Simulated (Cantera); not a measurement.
# S + H₂O + H₂ (abatement and gas-phase synthesis)

Feed: 1 mol S, 5.6 mol H₂O, 0.21 mol H₂, held at 13.3 mbar.

Cantera equilibrium calculation (NASA polynomials, part measured and part estimated; ideal gas, pure solids and liquids). Candidate condensed phases: H₂O, H₂SO₄, S; 34 gas species. Ions and electrons are included (thermal ionisation). Kinetics and transport are ignored.

From 2500 K to 5000 K nothing is condensed.

```tsv
T (K)	log p H	log p H₂O	log p O	log p H₂	log p SO₂	log p OH	log p S	log p SO	log p O₂
2500	-2.85	-2.21	-3.78	-2.50	-2.95	-3.25	-4.17	-3.26	-3.88
2750	-2.45	-2.50	-3.04	-2.56	-3.20	-2.95	-3.84	-3.20	-3.37
3000	-2.20	-3.14	-2.63	-2.80	-3.77	-3.02	-3.49	-3.29	-3.37
3250	-2.11	-4.08	-2.46	-3.23	-4.68	-3.36	-3.26	-3.61	-3.72
3500	-2.08	-5.09	-2.41	-3.71	-5.74	-3.80	-3.17	-4.09	-4.21
3750	-2.07	-6.03	-2.40	-4.15	-6.77	-4.23	-3.15	-4.58	-4.69
4000	-2.07	-6.86	-2.39	-4.55	-7.71	-4.62	-3.14	-5.03	-5.13
4250	-2.07	-7.61	-2.39	-4.90	-8.55	-4.96	-3.14	-5.44	-5.52
4500	-2.07	-8.27	-2.39	-5.22	-9.30	-5.27	-3.14	-5.81	-5.87
4750	-2.07	-8.86	-2.39	-5.50	-9.97	-5.55	-3.14	-6.14	-6.18
5000	-2.07	-9.40	-2.39	-5.76	-10.58	-5.80	-3.14	-6.44	-6.47
```
log p: log10 of the partial pressure in bar; nothing condenses.
